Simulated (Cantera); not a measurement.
Charge: 1 mol SiF4, 11 mol NO, 2.8 mol H2, equilibrated at 1.00 bar.

Cantera equilibrium calculation (NASA polynomials, part measured and part estimated; ideal gas, pure solids and liquids). Candidate condensed phases: H2O, Si, SiO2, Si2N2O, Si3N4; 58 gas species. The tables hold silica as quartz up to 1696 K and as liquid above; real silica turns to tridymite and cristobalite and melts near 1996 K. The numbers say what is thermodynamically allowed, not how fast it happens. All values below are at 1200 K.

Base state: N2 0.393, O2 0.293, HF 0.167, H2O 0.117, SiF4 0.0297, NO 0.000163 (mole fractions); condensed: SiO2(β-quartz).

Task: What changes in the equilibrium state with this change: H2 from 2.8 to 33 mol?

Result: 
| species | before | after |
|---|---|---|
| H2 | 2.74e-9 | 0.544 |
| H2O | 0.117 | 0.224 |
| N2 | 0.393 | 0.136 |
| O2 | 0.293 | <1e-9 |
| SiF4 | 0.0297 | 0.000858 |
| HF | 0.167 | 0.0954 |
| NO | 0.000163 | <1e-9 |
| NH3 | <1e-9 | 2.82e-5 |
| SiO2(β-quartz), mol | 0.584 | 0.965 |
